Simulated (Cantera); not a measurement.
**Premixed flame**

A freely propagating, adiabatic, planar premixed flame of 2.05 % CH4, 2.05 % C2H6, 2.46 % C3H8, 19.6 % O2, 73.8 % N2, equivalence ratio 1.2, unburnt at 523 K and 72000 Pa; mixture-averaged transport, grid criteria slope 0.08 and curve 0.16, no radiation.

Detailed kinetics in Cantera: GRI-Mech 3.0 (53 species, 325 reactions). GRI-Mech 3.0 was tuned for natural gas; its chemistry of propane as a main component is partial and can be far from experiment. Burning velocities carry a grid error of a few per cent, more on coarse grids.

| z (mm) | T (K) | u (m/s) | x CH4 | x C2H6 | x C3H8 | x CO | x CH3 | x CO2 |
|---|---|---|---|---|---|---|---|---|
| -1.18 | 523 | 1.17 | 0.0205 | 0.0205 | 0.0246 | 2.40e-6 | <1e-8 | 7.38e-8 |
| -0.786 | 524 | 1.18 | 0.0204 | 0.0204 | 0.0245 | 3.91e-5 | 4.44e-8 | 1.83e-6 |
| -0.590 | 530 | 1.20 | 0.0203 | 0.0203 | 0.0244 | 0.000241 | 2.85e-7 | 1.56e-5 |
| -0.393 | 585 | 1.34 | 0.0196 | 0.0199 | 0.0240 | 0.00228 | 6.46e-6 | 0.000240 |
| -0.197 | 986 | 2.33 | 0.0162 | 0.0152 | 0.0174 | 0.0211 | 0.000693 | 0.00379 |
| -0.0983 | 1410 | 3.43 | 0.0116 | 0.00692 | 0.00576 | 0.0470 | 0.00352 | 0.0104 |
| 0 | 1796 | 4.46 | 0.00442 | 0.000523 | 0.000164 | 0.0746 | 0.00308 | 0.0214 |
| 0.0983 | 1977 | 4.93 | 0.000645 | 3.67e-6 | 1.77e-7 | 0.0817 | 0.000577 | 0.0341 |
| 0.197 | 2026 | 5.04 | 5.17e-5 | <1e-8 | <1e-8 | 0.0756 | 5.36e-5 | 0.0448 |
| 0.393 | 2058 | 5.09 | 2.45e-7 | <1e-8 | <1e-8 | 0.0653 | 2.82e-7 | 0.0570 |
| 0.786 | 2092 | 5.15 | <1e-8 | <1e-8 | <1e-8 | 0.0599 | <1e-8 | 0.0632 |
| 1.57 | 2137 | 5.24 | <1e-8 | <1e-8 | <1e-8 | 0.0584 | <1e-8 | 0.0651 |
| 3.14 | 2192 | 5.36 | <1e-8 | <1e-8 | <1e-8 | 0.0575 | <1e-8 | 0.0666 |
x: mole fraction of selected species; z is measured from the peak of heat release.

- laminar burning velocity = 117 cm/s
- thermal thickness = 0.393 mm
- peak x(CO) = 0.0820
- peak x(CH3) = 0.00428
- grid points = 151
